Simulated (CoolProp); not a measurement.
Computed with CoolProp (reference Helmholtz-energy equation of state, Span 1996).

Problem. For carbon dioxide, give the phase and the cp (kJ/(kg K)), cv (kJ/(kg K)), Joule-Thomson coefficient (K/MPa), viscosity (µPa s) at 354.7 K and 579 kPa.

Solution. 
- 354.7 K and 579 kPa: gas; cp 0.922, cv 0.717, Joule-Thomson coefficient 7.09, viscosity 17.6

Viscosity comes from a separate model (Laesecke 2017).
